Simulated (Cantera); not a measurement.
Input (Python, Cantera) and output of one run.

```python
import numpy as np
import cantera as ct

gas_names = """
    CL CLO CL2 H HCL HOCL HO2 H2 H2O H2O2 Mg MgCL MgCL2 MgH MgO MgOH MgO2H2 Mg2 O OH O2 O3
""".split()
cond_names = """
    H2O(s) H2O(L) Mg(cr) Mg(L) MgCL2(s) MgCL2(L) MgO(s) MgO(L) MgO2H2(s)
""".split()


# ... load() reads the species with a 1 bar reference pressure and builds the phases ...
atoms = {
    'MgCl2': {'Mg': 1, 'CL': 2},
    'O2': {'O': 2},
    'H2': {'H': 2},
}
top_T = {}  # K; cautious upper limits of use, not melting points


# ... equilibrate(T, P, feed) seeds the gas with the atoms and calls Mixture.equilibrate('TP', solver="vcs", rtol=1e-11, max_steps=5000) ...
results = []
feed = {'MgCl2': 1, 'O2': 2.6, 'H2': 67}  # mol
P = 14000  # Pa
for T in [1498, 1548, 1598, 1648, 1698, 1748, 1798, 1848, 1898, 1948, 1998, 2048]:
    mix = equilibrate(T, P, feed)
    results.append((T, P, feed, dict(zip(mix.species_names, mix.species_moles))))
    x = sorted(zip(gas.X, gas.species_names), reverse=True)
    print(f"T = {T:g} K  P = {P:g} Pa  gas = {mix.phase_moles(0):.4g} mol")
    print("   x: " + "  ".join(f"{s} {v:.3e}" for v, s in x if v > 1e-06))
    print("   condensed (mol): " + ("  ".join(f"{mix.phase(i).name} {mix.phase_moles(i):.4g}"
          for i in range(1, mix.n_phases) if mix.phase_moles(i) > 1e-12) or "none"))
```

Result:

```
T = 1498 K  P = 14000 Pa  gas = 68 mol
   x: H2 9.088e-01  H2O 6.184e-02  HCL 2.926e-02  MgCL2 7.675e-05  H 4.378e-05  CL 1.137e-06
   condensed (mol): MgO(s) 0.9948
T = 1548 K  P = 14000 Pa  gas = 68 mol
   x: H2 9.087e-01  H2O 6.187e-02  HCL 2.919e-02  MgCL2 1.094e-04  H 7.845e-05  CL 2.012e-06
   condensed (mol): MgO(s) 0.9925
T = 1598 K  P = 14000 Pa  gas = 68 mol
   x: H2 9.087e-01  H2O 6.191e-02  HCL 2.910e-02  MgCL2 1.521e-04  H 1.356e-04  CL 3.436e-06  Mg 1.133e-06
   condensed (mol): MgO(s) 0.9896
T = 1648 K  P = 14000 Pa  gas = 68.01 mol
   x: H2 9.086e-01  H2O 6.197e-02  HCL 2.899e-02  H 2.269e-04  MgCL2 2.063e-04  CL 5.677e-06  Mg 3.404e-06
   condensed (mol): MgO(s) 0.9857
T = 1698 K  P = 14000 Pa  gas = 68.01 mol
   x: H2 9.085e-01  H2O 6.204e-02  HCL 2.885e-02  H 3.683e-04  MgCL2 2.739e-04  Mg 9.559e-06  CL 9.097e-06  MgCL 1.456e-06  OH 1.293e-06
   condensed (mol): MgO(s) 0.9806
T = 1748 K  P = 14000 Pa  gas = 68.02 mol
   x: H2 9.082e-01  H2O 6.213e-02  HCL 2.867e-02  H 5.819e-04  MgCL2 3.560e-04  Mg 2.525e-05  CL 1.417e-05  MgCL 3.133e-06  OH 2.322e-06
   condensed (mol): MgO(s) 0.9738
T = 1798 K  P = 14000 Pa  gas = 68.04 mol
   x: H2 9.078e-01  H2O 6.225e-02  HCL 2.846e-02  H 8.966e-04  MgCL2 4.538e-04  Mg 6.302e-05  CL 2.152e-05  MgCL 6.436e-06  OH 4.041e-06  MgOH 1.490e-06
   condensed (mol): MgO(s) 0.9643
T = 1848 K  P = 14000 Pa  gas = 68.06 mol
   x: H2 9.072e-01  H2O 6.243e-02  HCL 2.821e-02  H 1.350e-03  MgCL2 5.674e-04  Mg 1.493e-04  CL 3.190e-05  MgCL 1.265e-05  OH 6.832e-06  MgOH 3.172e-06
   condensed (mol): MgO(s) 0.9501
T = 1898 K  P = 14000 Pa  gas = 68.09 mol
   x: H2 9.063e-01  H2O 6.273e-02  HCL 2.791e-02  H 1.989e-03  MgCL2 6.960e-04  Mg 3.366e-04  CL 4.623e-05  MgCL 2.387e-05  OH 1.126e-05  MgOH 6.480e-06  MgH 1.743e-06  MgO2H2 1.041e-06
   condensed (mol): MgO(s) 0.9274
T = 1948 K  P = 14000 Pa  gas = 68.15 mol
   x: H2 9.046e-01  H2O 6.322e-02  HCL 2.756e-02  H 2.872e-03  MgCL2 8.372e-04  Mg 7.241e-04  CL 6.562e-05  MgCL 4.325e-05  OH 1.816e-05  MgOH 1.274e-05  MgH 3.873e-06  MgO2H2 1.619e-06
   condensed (mol): MgO(s) 0.8894
T = 1998 K  P = 14000 Pa  gas = 68.25 mol
   x: H2 9.020e-01  H2O 6.406e-02  HCL 2.717e-02  H 4.072e-03  Mg 1.486e-03  MgCL2 9.856e-04  CL 9.136e-05  MgCL 7.526e-05  OH 2.877e-05  MgOH 2.418e-05  MgH 8.191e-06  MgO2H2 2.477e-06
   condensed (mol): MgO(s) 0.8238
T = 2048 K  P = 14000 Pa  gas = 68.4 mol
   x: H2 8.977e-01  H2O 6.553e-02  HCL 2.672e-02  H 5.670e-03  Mg 2.906e-03  MgCL2 1.133e-03  MgCL 1.256e-04  CL 1.250e-04  OH 4.508e-05  MgOH 4.439e-05  MgH 1.647e-05  MgO2H2 3.747e-06
   condensed (mol): MgO(s) 0.7107
```

Method: chemical equilibrium by Gibbs-energy minimisation in Cantera with the NASA 1993 tables (ideal gas, pure condensed phases). The tables' values for MgH are old estimates; treat these amounts as uncertain.
